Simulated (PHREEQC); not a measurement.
1.2 g of hydrous ferric oxide (600 m²/g; 0.2 weak and 0.005 strong sites per Fe, Dzombak-Morel constants, diffuse double layer) in 1 kg of water with 0.3 mol/kgw of an inert sodium salt and 5.8e-06 mol/kgw Na2HAsO4 and 0.0024 mol/kgw ZnSO4, at 25 °C; the pH is set by adding NaOH or the inert anion's acid. Oxygen is held at 0.21 atm. No CO2 enters from the air. Nothing may precipitate in this run.

All values are PHREEQC results (ion-association model, wateq4f.dat), not measurements.

```tsv
pH	As sorbed (%)	S sorbed (%)	Zn sorbed (%)
4	100.0	33.8	0.1
4.67	100.0	(withheld)	1.2
5.33	100.0	27.2	3.7
6	100.0	(withheld)	(withheld)
6.67	100.0	14.4	50.0
7.33	100.0	12.6	(withheld)
8.67	100.0	2.6	77.2
9.33	100.0	0.4	69.7
10	100.0	0.0	(withheld)
10.67	100.0	0.0	(withheld)
11.33	99.5	0.0	44.7
12	72.4	0.0	25.4
```

Complete the blanks.


- 4.67, S sorbed (%): 32.1
- 6, S sorbed (%): 19.2
- 6, Zn sorbed (%): 16.8
- 7.33, Zn sorbed (%): 69.5
- 10, Zn sorbed (%): 61.5
- 10.67, Zn sorbed (%): 54.3

Along this series the solution becomes supersaturated in solids that the run did not let form, among them Zn(OH)2-e, Zn4(OH)6SO4. The database has no arsenate complexes of Zn.
